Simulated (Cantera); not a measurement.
A Cantera script and its output.

```python
import numpy as np
import cantera as ct

gas = ct.Solution("gri30.yaml")


def delay(T, t_max=10):
    gas.TPX = T, 1600000, {'CH3OH': 1, 'O2': 1.76, 'N2': 4.59}
    reactor = ct.IdealGasReactor(gas, clone=False)
    net = ct.ReactorNet([reactor])
    net.rtol, net.atol = 1e-8, 1e-16
    while net.time < t_max:
        t_old, T_old = net.time, reactor.T
        net.step()
        if reactor.T > T + 400:  # ignition: a rise of 400 K
            return t_old + (T + 400 - T_old) / (reactor.T - T_old) * (net.time - t_old)
    return np.nan


taus = []
for T in [1125, 1200, 1275, 1350, 1425, 1500, 1575, 1650, 1725]:
    taus.append(delay(T))
    print(f"T0 = {T:6g} K   tau = {taus[-1]:.4e} s")
```

Output:

```
T0 =   1125 K   tau = 3.8779e-03 s
T0 =   1200 K   tau = 9.9675e-04 s
T0 =   1275 K   tau = 3.0204e-04 s
T0 =   1350 K   tau = 1.0567e-04 s
T0 =   1425 K   tau = 4.1986e-05 s
T0 =   1500 K   tau = 1.8671e-05 s
T0 =   1575 K   tau = 9.1508e-06 s
T0 =   1650 K   tau = 4.8623e-06 s
T0 =   1725 K   tau = 2.7585e-06 s
```

Computed with Cantera and GRI-Mech 3.0 (53 species, 325 reactions). GRI-Mech 3.0 was tuned for natural gas; its chemistry of methanol as a main component is partial and can be far from experiment. The pressure lies above the range GRI-Mech 3.0 was tuned for (to about 10 atm).
